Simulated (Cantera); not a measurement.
# Hydrocarbon pyrolysis for carbon deposition

An isothermal, constant-pressure homogeneous reactor starts with 60.2 % CH4, 39.8 % N2, at 1625 K and 0.293 Torr.

Model: GRI-Mech 3.0 (53 species, 325 reactions), integrated in Cantera. GRI-Mech 3.0 stops at C3 and has no aromatics, soot or wall deposition, so with more carbon than oxygen in the feed, carbon stays in small species such as C2H2 where larger ones or solid carbon would form. Radical loss at walls, strong at low pressure, is not modelled.

```json
[
 {"t (s)": "0.000400", "x CH4": "0.602", "x CH2": "<1e-12", "x HCN": "<1e-12", "x H": "2.45e-7", "x C2H2": "<1e-12", "x C2H6": "<1e-12"},
 {"t (s)": "0.000913", "x CH4": "0.602", "x CH2": "<1e-12", "x HCN": "<1e-12", "x H": "2.65e-7", "x C2H2": "<1e-12", "x C2H6": "<1e-12"},
 {"t (s)": "0.00208", "x CH4": "0.602", "x CH2": "3.70e-12", "x HCN": "<1e-12", "x H": "2.66e-7", "x C2H2": "<1e-12", "x C2H6": "1.03e-12"},
 {"t (s)": "0.00476", "x CH4": "0.602", "x CH2": "1.99e-11", "x HCN": "<1e-12", "x H": "2.66e-7", "x C2H2": "<1e-12", "x C2H6": "1.52e-11"},
 {"t (s)": "0.0109", "x CH4": "0.602", "x CH2": "1.05e-10", "x HCN": "<1e-12", "x H": "2.67e-7", "x C2H2": "5.36e-12", "x C2H6": "2.04e-10"},
 {"t (s)": "0.0248", "x CH4": "0.602", "x CH2": "5.46e-10", "x HCN": "<1e-12", "x H": "2.69e-7", "x C2H2": "1.80e-10", "x C2H6": "2.45e-9"},
 {"t (s)": "0.0566", "x CH4": "0.602", "x CH2": "2.82e-9", "x HCN": "<1e-12", "x H": "2.85e-7", "x C2H2": "5.48e-9", "x C2H6": "2.56e-8"},
 {"t (s)": "0.129", "x CH4": "0.602", "x CH2": "1.44e-8", "x HCN": "<1e-12", "x H": "3.66e-7", "x C2H2": "1.61e-7", "x C2H6": "2.25e-7"},
 {"t (s)": "0.295", "x CH4": "0.601", "x CH2": "7.14e-8", "x HCN": "<1e-12", "x H": "8.09e-7", "x C2H2": "4.79e-6", "x C2H6": "1.60e-6"},
 {"t (s)": "0.673", "x CH4": "0.595", "x CH2": "3.38e-7", "x HCN": "9.87e-12", "x H": "3.70e-6", "x C2H2": "0.000153", "x C2H6": "9.66e-6"},
 {"t (s)": "1.54", "x CH4": "0.543", "x CH2": "1.38e-6", "x HCN": "6.12e-10", "x H": "3.33e-5", "x C2H2": "0.00524", "x C2H6": "5.27e-5"},
 {"t (s)": "3.50", "x CH4": "0.295", "x CH2": "2.40e-6", "x HCN": "3.01e-8", "x H": "0.000259", "x C2H2": "0.0795", "x C2H6": "8.54e-5"},
 {"t (s)": "8.00", "x CH4": "0.126", "x CH2": "1.39e-6", "x HCN": "1.45e-7", "x H": "0.000420", "x C2H2": "0.145", "x C2H6": "2.00e-5"}
]
```
x: mole fraction; the columns are a selection and need not sum to one.

Equilibrium at this temperature and pressure: CH4 1.51e-5, CH2 6.76e-9, HCN 0.0924, H 0.00270, C2H2 0.141, C2H6 2.17e-12 (gas phase only).
